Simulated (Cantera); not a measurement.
An isothermal plug-flow reactor at 998 K and 0.987 atm (inlet), inlet velocity 3.7 m/s, active area per volume 1400 1/m; feed CH4 : O2 : N2 = 0.0044 : 0.021 : 0.79 (molar parts).

Detailed kinetics in Cantera: Deutschmann's 1995 Pt surface mechanism with GRI-Mech 3.0 gas chemistry. Catalytic surfaces can have several steady states; this one follows from the mechanism file's or the stated starting coverage. Mass transfer to the wall is taken as infinitely fast.

Q: What does this change do: pressure from 0.987 atm to 0.434 atm?

A: 
```json
[
 {"quantity": "x(CH4) at z = 0.021 m", "before": "0.00152", "after": "0.000828"},
 {"quantity": "x(O2) at z = 0.021 m", "before": "0.0180", "after": "0.0166"},
 {"quantity": "x(H2O) at z = 0.021 m", "before": "0.00774", "after": "0.00913"},
 {"quantity": "x(CO2) at z = 0.021 m", "before": "0.00387", "after": "0.00456"},
 {"quantity": "x(CO) at z = 0.021 m", "before": "9.72e-7", "after": "6.02e-7"},
 {"quantity": "θ(free Pt) at the exit", "before": "0.291", "after": "0.345"},
 {"quantity": "θ(O*) at the exit", "before": "0.707", "after": "0.654"},
 {"quantity": "θ(OH*) at the exit", "before": "0.00181", "after": "0.00137"}
]
```

Q: What does this change do: temperature 998 to 1125 K?

A: 
| quantity | before | after |
|---|---|---|
| x(CH4) at z = 0.021 m | 0.00152 | 9.92e-5 |
| x(O2) at z = 0.021 m | 0.0180 | 0.0152 |
| x(H2O) at z = 0.021 m | 0.00774 | 0.0106 |
| x(CO2) at z = 0.021 m | 0.00387 | 0.00527 |
| x(CO) at z = 0.021 m | 9.72e-7 | 1.29e-7 |
| θ(free Pt) at the exit | 0.291 | 0.462 |
| θ(O*) at the exit | 0.707 | 0.536 |
| θ(OH*) at the exit | 0.00181 | 0.00156 |

Q: What does this change do: pressure from 0.987 atm to 0.375 atm?

A: 
```
quantity                 before     after
----------------------  -------  --------
x(CH4) at z = 0.021 m   0.00152  0.000729
x(O2) at z = 0.021 m     0.0180    0.0164
x(H2O) at z = 0.021 m   0.00774   0.00933
x(CO2) at z = 0.021 m   0.00387   0.00466
x(CO) at z = 0.021 m    9.72e-7   5.43e-7
θ(free Pt) at the exit    0.291     0.355
θ(O*) at the exit         0.707     0.644
θ(OH*) at the exit      0.00181   0.00129
```
